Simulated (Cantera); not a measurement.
Input: 1 mol N₂O, 0.41 mol H₂, held at 3.08 Torr.

Cantera equilibrium calculation (NASA polynomials, part measured and part estimated; ideal gas, pure solids and liquids). Candidate condensed phases: H₂O; 47 gas species. Ions and electrons are included (thermal ionisation). Rates play no part.

x: gas mole fraction; nothing condenses.

```
T (°C)   x N₂     x O     x H      x N     x O₂     x H₂O     x OH      x H₂      x NO
------  -----  ------  ------  -------  -------  --------  -------  --------  --------
2227    0.508  0.0798  0.0693  3.25e-6    0.124     0.118   0.0545    0.0312    0.0142
2727    0.373     ___     ___      ___      ___       ___      ___       ___       ___
3227    0.353   0.346   0.289  0.00206  0.00202   1.48e-5  0.00201  0.000980   0.00526
3727    0.343   0.349   0.288      ___      ___       ___      ___       ___       ___
4227    0.302   0.340   0.280   0.0772  3.82e-5   8.15e-9  5.95e-5   2.68e-5   0.00133
4727    0.198   0.313   0.257    0.231  8.19e-6  4.70e-10  1.49e-5   6.56e-6  0.000631
```

**Question.** What belongs in the gaps?

**Answer.** 
- 2727, x O: 0.291
- 2727, x H: 0.263
- 2727, x N: 0.000133
- 2727, x O₂: 0.0270
- 2727, x H₂O: 0.00266
- 2727, x OH: 0.0205
- 2727, x H₂: 0.0113
- 2727, x NO: 0.0118
- 3727, x N: 0.0162
- 3727, x O₂: 0.000226
- 3727, x H₂O: 2.30e-7
- 3727, x OH: 0.000289
- 3727, x H₂: 0.000134
- 3727, x NO: 0.00255
